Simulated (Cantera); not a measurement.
Input (Python, Cantera):

```python
import numpy as np
import cantera as ct

gas = ct.Solution("gri30.yaml")
gas.TPX = 2025, 101325, {'NO': 1, 'N2': 0.89}
reactor = ct.IdealGasConstPressureReactor(gas, energy="off", clone=False)
net = ct.ReactorNet([reactor])
net.rtol, net.atol = 1e-08, 1e-18
show = ['NO', 'N2', 'NO2', 'O2', 'N2O', 'O']
times = np.geomspace(7e-06, 20, 14)

steps = ct.SolutionArray(gas, extra=["t"])
rows = []
print(f"{'t/s':>10s}{'T/K':>9s}{'P/Pa':>11s}" + "".join(f"{s:>11s}" for s in show))
for t in times:
    while net.time < t:
        t_next = net.step()
        steps.append(gas.state, t=t_next)
    rows.append([np.interp(t, steps.t, y) for y in (steps.T, steps.P, *steps(*show).X.T)])
    print(f"{t:10.3e}{rows[-1][0]:9.1f}{rows[-1][1]:11.4g}" + "".join(f"{x:11.3e}" for x in rows[-1][2:]))
rate = np.gradient(steps.T, steps.t)
print("integrator steps:", len(steps.t))
if steps.T.max() > steps.T[0] + 200:
    print(f"time of steepest temperature rise: {steps.t[rate.argmax()]:.4e} s")
gas.TPX = 2025, 101325, {'NO': 1, 'N2': 0.89}
gas.equilibrate("TP")
print(f"equilibrium (TP): T = {gas.T:.1f} K  " + "  ".join(f"{s} {gas[s].X[0]:.3e}" for s in show))
```

Result:

```
       t/s      T/K       P/Pa         NO         N2        NO2         O2        N2O          O
 7.000e-06   2025.0  1.013e+05  5.291e-01  4.709e-01  3.742e-07  8.131e-09  2.732e-06  2.412e-06
 2.196e-05   2025.0  1.013e+05  5.291e-01  4.709e-01  2.850e-06  7.068e-08  8.393e-06  6.067e-06
 6.892e-05   2025.0  1.013e+05  5.290e-01  4.709e-01  1.575e-05  6.210e-07  2.466e-05  1.366e-05
 2.162e-04   2025.0  1.013e+05  5.289e-01  4.709e-01  6.339e-05  7.862e-06  6.351e-05  3.519e-05
 6.785e-04   2025.0  1.013e+05  5.284e-01  4.711e-01  1.580e-04  1.195e-04  1.165e-04  7.528e-05
 2.129e-03   2025.0  1.013e+05  5.270e-01  4.718e-01  1.860e-04  7.625e-04  1.332e-04  8.722e-05
 6.680e-03   2025.0  1.013e+05  5.228e-01  4.739e-01  2.025e-04  2.863e-03  1.309e-04  9.476e-05
 2.096e-02   2025.0  1.013e+05  5.096e-01  4.805e-01  2.441e-04  9.424e-03  1.234e-04  1.149e-04
 6.576e-02   2025.0  1.013e+05  4.696e-01  5.005e-01  3.236e-04  2.934e-02  1.031e-04  1.609e-04
 2.063e-01   2025.0  1.013e+05  3.634e-01  5.536e-01  3.883e-04  8.235e-02  6.000e-05  2.435e-04
 6.474e-01   2025.0  1.013e+05  1.759e-01  6.474e-01  2.691e-04  1.762e-01  1.384e-05  3.434e-04
 2.031e+00   2025.0  1.013e+05  3.815e-02  7.162e-01  6.858e-05  2.452e-01  1.049e-06  4.009e-04
 6.374e+00   2025.0  1.013e+05  1.008e-02  7.303e-01  1.862e-05  2.592e-01  4.890e-07  4.115e-04
 2.000e+01   2025.0  1.013e+05  8.817e-03  7.309e-01  1.631e-05  2.599e-01  4.797e-07  4.120e-04
integrator steps: 1115
equilibrium (TP): T = 2025.0 K  NO 8.817e-03  N2 7.309e-01  NO2 1.631e-05  O2 2.599e-01  N2O 4.797e-07  O 4.120e-04
```

Cantera simulation using GRI-Mech 3.0 (53 species, 325 reactions); the numbers are that mechanism's predictions, not measurements.
